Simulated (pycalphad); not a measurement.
CALPHAD calculation (pycalphad, COST 507 light-alloy database (1999)), 1 atm. The database dates from 1999; later assessments differ in places, in temperatures and in the compounds included. Phase fractions are per mole of atoms.

Question: Give the equilibrium state of Sn-6.28Si (at.%) at 1077 °C.

Answer: 
```
T = 1350.00 K, P = 101325 Pa, N = 1 mol of atoms
G = -105800 J/mol, H = 40367 J/mol, S = 108.27 J/(mol K)  (SER reference)
chemical potentials (J/mol): Sn -109645, Si -48424
phase             fraction      x(Sn)      x(Si)
LIQUID              0.9892     0.9475     0.0525
DIAMOND_A4          0.0108   3.43e-07     1.0000
```

Question: Give the equilibrium state of Sn-6.28Si (at.%) at 227 °C.

Answer: 
```
T = 500.00 K, P = 101325 Pa, N = 1 mol of atoms
G = -26140 J/mol, H = 5728 J/mol, S = 63.74 J/(mol K)  (SER reference)
chemical potentials (J/mol): Sn -27180, Si -10615
phase             fraction      x(Sn)      x(Si)
BCT_A5              0.9372     1.0000       none
DIAMOND_A4          0.0628   1.89e-07     1.0000
```

DIAMOND_A4 is diamond (Si); BCT_A5 is bct (Sn). An entry "none" or "no" means that the model of the phase leaves that element out.
